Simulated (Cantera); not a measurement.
Input: 1 mol PbO, 0.34 mol H2, 0.14 mol CO, at 0.390 bar.

These are equilibrium values from Cantera (NASA tables, ideal gas, pure condensed phases), not measurements of a reactor. Candidate condensed phases: C, C6H6, C7H8, C8H18, H2O, Pb, PbO, PbO2, Pb3O4; 113 gas species. Each liquid is taken as pure. Mutual solubility and eutectic melting of coexisting phases are not modelled. Gases not in the tables: (PbO)n polymers. Equilibrium is a limit: real reactors are often held back by kinetics, nucleation or transport.

log p: log10 of the partial pressure in bar; n: condensed amount in mol.

| T (K) | log p H2O | log p CO2 | log p Pb | log p PbO | log p CO | n Pb(l) | n PbO(yellow) | n PbO(l) |
|---|---|---|---|---|---|---|---|---|
| 973 | -0.56 | -0.94 | -5.06 | -6.92 | ? | 0.480 | 0.520 | 0 |
| 1023 | -0.56 | -0.94 | -4.57 | -6.19 | ? | 0.480 | 0.520 | 0 |
| 1073 | -0.56 | -0.94 | -4.14 | -5.54 | ? | 0.480 | 0.520 | 0 |
| 1123 | -0.56 | -0.94 | -3.74 | -4.94 | ? | 0.480 | 0.520 | 0 |
| 1173 | -0.56 | -0.94 | -3.37 | -4.41 | ? | 0.479 | 0 | 0.520 |
| 1223 | -0.56 | -0.95 | -3.04 | -3.96 | ? | 0.479 | 0 | 0.520 |
| 1273 | -0.56 | -0.95 | -2.74 | -3.55 | ? | 0.477 | 0 | 0.520 |
| 1323 | -0.56 | -0.95 | -2.45 | -3.18 | ? | 0.475 | 0 | 0.519 |
| 1373 | -0.57 | -0.95 | -2.19 | -2.83 | ? | 0.472 | 0 | 0.519 |
| 1423 | -0.58 | -0.96 | -1.95 | -2.51 | ? | 0.465 | 0 | 0.517 |
| 1473 | -0.59 | -0.97 | -1.73 | -2.21 | ? | 0.455 | 0 | 0.512 |

**Question.** Complete the blanks.

**Answer.** 
- 973, log p CO: -5.03
- 1023, log p CO: -4.86
- 1073, log p CO: -4.70
- 1123, log p CO: -4.56
- 1173, log p CO: -4.42
- 1223, log p CO: -4.25
- 1273, log p CO: -4.09
- 1323, log p CO: -3.95
- 1373, log p CO: -3.82
- 1423, log p CO: -3.70
- 1473, log p CO: -3.60
